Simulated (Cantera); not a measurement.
Input (Python, Cantera) and output of one run.

```python
import numpy as np
import cantera as ct

gas_names = """
    F F2 FS2F,fluorodisu N NF NF2 NF3 N2 S SF SF2 SF3 SF4 SF5 SF6 SN S2 S2F2,thiothiony S8 Si SiF SiF2
    SiF3 SiF4 SiN SiS Si2 Si2N Si3
""".split()
cond_names = """
    S(cr1) S(cr2) S(L) Si(cr) Si(L) Si3N4(a)
""".split()


# ... load() reads the species with a 1 bar reference pressure and builds the phases ...
atoms = {
    'Si': {'Si': 1},
    'SF6': {'S': 1, 'F': 6},
    'N2': {'N': 2},
}
top_T = {'Si3N4(a)': 2400}  # K; cautious upper limits of use, not melting points


# ... equilibrate(T, P, feed) seeds the gas with the atoms and calls Mixture.equilibrate('TP', solver="vcs", rtol=1e-11, max_steps=5000) ...
results = []
feed = {'Si': 1, 'SF6': 1.1, 'N2': 14}  # mol
P = 133.322  # Pa
for T in [923, 973, 1023, 1073, 1123, 1173, 1223, 1273, 1323, 1373]:
    mix = equilibrate(T, P, feed)
    results.append((T, P, feed, dict(zip(mix.species_names, mix.species_moles))))

top = {s: max(r[3][s] / sum(r[3][g] for g in gas_names) for r in results) for s in gas_names}
cols = sorted((s for s in top if top[s] > 0.001), key=lambda s: -top[s])[:9]
seen = [c for c in cond_names if any(r[3].get(c, 0) > 1e-12 for r in results)]
print("log10 of partial pressures in bar; condensed amounts in mol")
print(f"{'T/K':>10s}" + "".join(f"{s[:9]:>10s}" for s in cols + seen))
for T, P, feed, n in results:
    ng = sum(n[g] for g in gas_names)
    print(f"{T:10.4g}" + "".join(f"{np.log10(max(n[s] / ng * P / 1e5, 1e-99)):10.3f}" for s in cols)
          + "".join(f"{n.get(c, 0):10.4g}" for c in seen))
```

Output:

```
log10 of partial pressures in bar; condensed amounts in mol
       T/K        N2      SiF4       SF2       SF4 S2F2,thio         F       SF3
       923    -2.928    -4.075    -5.143    -4.413    -4.645   -10.075    -5.875
       973    -2.929    -4.075    -4.907    -4.438    -4.683    -9.296    -5.689
      1023    -2.930    -4.076    -4.707    -4.476    -4.741    -8.595    -5.536
      1073    -2.931    -4.077    -4.543    -4.527    -4.826    -7.959    -5.413
      1123    -2.932    -4.078    -4.413    -4.591    -4.944    -7.378    -5.321
      1173    -2.933    -4.079    -4.315    -4.663    -5.101    -6.844    -5.253
      1223    -2.934    -4.080    -4.246    -4.737    -5.297    -6.347    -5.205
      1273    -2.935    -4.081    -4.201    -4.808    -5.528    -5.882    -5.172
      1323    -2.936    -4.083    -4.171    -4.886    -5.765    -5.452    -5.153
      1373    -2.938    -4.084    -4.147    -5.001    -5.949    -5.074    -5.159
```

These are equilibrium values from Cantera (NASA tables, ideal gas, pure condensed phases), not measurements of a reactor. The tables' values for S2F2 (SSF2), SF3, FS2F (FSSF) are old estimates; treat these amounts as uncertain.
